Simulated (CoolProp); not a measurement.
R21 at 311.43 K and 0.116 MPa is compressed adiabatically to 0.429 MPa with isentropic efficiency 0.85. Each further row changes one setting.

Computed with CoolProp (reference Helmholtz-energy equation of state, Platzer 1990). This equation is an older, rougher fit.

```tsv
case	work (kJ/kg)	final temperature (K)	final density (kg/m³)
as stated	?	?	?
efficiency 1	34.5	?	?
efficiency 0.65	?	?	?
```

Q: What belongs in the gaps?

A: 
- as stated, work (kJ/kg): 40.6
- as stated, final temperature (K): 380.1
- as stated, final density (kg/m³): 14.8
- efficiency 1, final temperature (K): 371.5
- efficiency 1, final density (kg/m³): 15.2
- efficiency 0.65, work (kJ/kg): 53.1
- efficiency 0.65, final temperature (K): 397.6
- efficiency 0.65, final density (kg/m³): 14.0
